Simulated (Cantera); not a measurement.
Input: 1 mol HCl, a varied amount of O2, at 2948.15 K and 23.0 bar.

These are equilibrium values from Cantera (NASA tables, ideal gas, pure condensed phases), not measurements of a reactor. Candidate condensed phases: H2O; 14 gas species. Rates play no part.

x: gas mole fraction; nothing condenses.

| n(O2) (mol) | x HCl | x O2 | x Cl | x H2O | x OH | x H2 | x Cl2 |
|---|---|---|---|---|---|---|---|
| 0.029 | 0.799 | 0.000641 | 0.125 | 0.0486 | 0.00354 | 0.0150 | 0.00468 |
| 0.039 | 0.769 | 0.00195 | 0.141 | 0.0616 | 0.00526 | 0.0109 | 0.00598 |
| 0.053 | 0.732 | 0.00576 | 0.159 | 0.0749 | 0.00761 | 0.00772 | 0.00765 |
| 0.072 | 0.693 | 0.0141 | 0.176 | 0.0860 | 0.0102 | 0.00567 | 0.00934 |
| 0.097 | 0.654 | 0.0281 | 0.189 | 0.0942 | 0.0127 | 0.00440 | 0.0107 |
| 0.13 | 0.616 | 0.0484 | 0.198 | 0.0997 | 0.0150 | 0.00355 | 0.0118 |
| 0.18 | 0.570 | … | 0.204 | 0.103 | … | … | 0.0125 |
| 0.24 | 0.528 | … | 0.206 | 0.105 | 0.0191 | … | 0.0128 |
| 0.32 | 0.482 | 0.161 | 0.205 | 0.104 | 0.0206 | 0.00203 | 0.0126 |
| 0.44 | 0.428 | 0.221 | 0.200 | 0.101 | 0.0220 | 0.00168 | 0.0120 |

Question: What belongs in the gaps?

Answer: 
- 0.18, x O2: 0.0797
- 0.18, x OH: 0.0172
- 0.18, x H2: 0.00287
- 0.24, x O2: 0.116
- 0.24, x H2: 0.00240
